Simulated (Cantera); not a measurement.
An isothermal, constant-pressure homogeneous reactor starts with NH3 : N2 = 1 : 14 (molar parts), at 1875 K and 1330 Pa.

Cantera simulation using the gas-phase N/H chemistry of the illustrative SiF4/NH3 mechanism in the Surface Chemkin manual (1991); the numbers are that mechanism's predictions, not measurements. Walls and surfaces, which speed up NH3 decomposition in real reactors, are not modelled.

Problem. Predict: x(NH3) at 2.00 s; x(N2) at 2.00 s; x(H) at 2.00 s; x(N) at 2.00 s; x(NH) at 2.00 s; x(H2) at 2.00 s.

Solution. 
- x(NH3) at 2.00 s = 0.0355 (gas-phase equilibrium 8.95e-9)
- x(N2) at 2.00 s = 0.921 (gas-phase equilibrium 0.905)
- x(H) at 2.00 s = 5.82e-5 (gas-phase equilibrium 0.00174)
- x(N) at 2.00 s = 8.68e-7 (gas-phase equilibrium 1.08e-9)
- x(NH) at 2.00 s = 5.50e-6 (gas-phase equilibrium 3.63e-10)
- x(H2) at 2.00 s = 0.0437 (gas-phase equilibrium 0.0928)
